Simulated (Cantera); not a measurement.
An adiabatic, constant-volume homogeneous reactor starts with CH4 : O2 : N2 = 1 : 0.87 : 3.27 (molar parts), at 1425 K and 473 Torr.

Detailed kinetics in Cantera: GRI-Mech 3.0 (53 species, 325 reactions).

One state of this run: T (K) = 2549; P (bar) = 1.38; x CH4 = 6.23e-11; x O2 = 1.05e-5; x CH2O = 1.68e-8; x CH2 = 6.35e-12; x CH2CO = <1e-12. x: mole fraction; the columns are a selection and need not sum to one.

Task: Which value of t (s) does it belong to?
A) 0.000665
B) 2.41
C) 0.000108
D) 4.33e-5

Result: B, 2.41
